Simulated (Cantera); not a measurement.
Input: 1 mol (CH₃)₂SiCl₂, 19 mol H₂, equilibrated at 825 °C and 10.0 Torr.

Method: chemical equilibrium by Gibbs-energy minimisation in Cantera with the NASA 1993 tables (ideal gas, pure condensed phases). Candidate condensed phases: C, C₆H₆, C₇H₈, C₈H₁₈, Si, SiC; 109 gas species. The feed counts by its element totals alone. The tables' values for SiCl₃ are old estimates; treat these amounts as uncertain. Kinetics and transport are ignored.

Base state: H₂ 0.913, HCl 0.0862, CH₄ 0.000406, SiCl₄ 0.000171, SiHCl₃ 2.64e-5, SiCl₂ 1.41e-5, SiCl₃ 1.31e-5 (mole fractions); condensed: C(graphite) + SiC(s).

Question: What changes in the equilibrium state with this change: temperature from 825 °C to 2202 °C?

Answer: 
| species | before | after |
|---|---|---|
| H₂ | 0.913 | 0.717 |
| H | 2.05e-7 | 0.165 |
| HCl | 0.0862 | 0.0634 |
| Si | <1e-9 | 0.0263 |
| Cl | 1.74e-8 | 0.0103 |
| SiC₂ | <1e-9 | 0.00634 |
| Si₂C | <1e-9 | 0.00139 |
| SiCl | <1e-9 | 0.00106 |
| SiH | <1e-9 | 0.000706 |
| C(graphite), mol | 0.996 | 1.25 |
| SiC(s), mol | 0.995 | 0 |
The tables' values for SiCl are old estimates; treat these amounts as uncertain. Gases not in the tables: Si₂H₆ and higher silanes.

Question: What changes in the equilibrium state with this change: (CH₃)₂SiCl₂ replaced by SiH₄?

Answer: 
```
species             before  after
----------------  --------  -----
H₂                   0.913   1.00
HCl                 0.0862      0
CH₄               0.000406      0
SiCl₄             0.000171      0
SiHCl₃             2.64e-5      0
SiCl₂              1.41e-5      0
SiCl₃              1.31e-5      0
C(graphite), mol     0.996      0
SiC(s), mol          0.995      0
Si(s), mol               0   1.00
```
